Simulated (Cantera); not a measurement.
A perfectly stirred reactor is fed with C2H6 : N2 = 1 : 200 (molar parts), at 0.0320 bar; it is held at 1750 K, and followed from long to short residence time.

Detailed kinetics in Cantera: GRI-Mech 3.0 (53 species, 325 reactions). GRI-Mech 3.0 stops at C3 and has no aromatics, soot or wall deposition, so with more carbon than oxygen in the feed, carbon stays in small species such as C2H2 where larger ones or solid carbon would form. Radical loss at walls, strong at low pressure, is not modelled.

Predict: x(C2H6) at τ = 2.80 s; x(C2H4) at τ = 2.80 s; x(CH4) at τ = 2.80 s; x(C2H) at τ = 2.80 s; x(C2H2) at τ = 2.80 s; x(C2H6) at τ = 0.140 s; x(C2H4) at τ = 0.140 s; x(CH4) at τ = 0.140 s; x(C2H) at τ = 0.140 s; x(C2H2) at τ = 0.140 s.


- x(C2H6) at τ = 2.80 s: 6.20e-7
- x(C2H4) at τ = 2.80 s: 4.90e-6
- x(CH4) at τ = 2.80 s: 0.000138
- x(C2H) at τ = 2.80 s: 6.21e-7
- x(C2H2) at τ = 2.80 s: 0.00451
- x(C2H6) at τ = 0.140 s: 1.10e-5
- x(C2H4) at τ = 0.140 s: 6.92e-5
- x(CH4) at τ = 0.140 s: 0.000373
- x(C2H) at τ = 0.140 s: 9.41e-7
- x(C2H2) at τ = 0.140 s: 0.00444
